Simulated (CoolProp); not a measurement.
Model: reference Helmholtz-energy equation of state, Lemmon 2006, in CoolProp. It is a short technical equation, of lower accuracy than the large ones.

Give the vapour pressure (bar), liquid cp (kJ/(kg K)), vapour Z of saturated acetone at 3.95, 111.45 °C.


```csv
T (°C),p (bar),liquid cp (kJ/(kg K)),vapour Z
3.95,0.114,2.10,0.986
111.45,4.95,2.44,0.864
```
